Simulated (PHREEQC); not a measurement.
A solution holds 0.0032 mol NaHS and 0.00019 mol Ca(HCO3)2 per kg of water, at 20 °C. Closed to the air; pH follows from the charge balance.

The numbers come from PHREEQC with the ion-association model, phreeqc.dat.

This is a speciation only: nothing precipitates in the calculation.

**Question.** Estimate the pH, specific conductance, ionic strength.

**Answer.** pH 9.01; specific conductance 345 µS/cm; ionic strength 0.00378 mol/kgw.

**Question.** In which forms is C present?

**Answer.** HCO3- 94 %, CO3-2 4.9 %, CaCO3 0.8 % of the C.

Complexes and solids missing from the database can't appear.
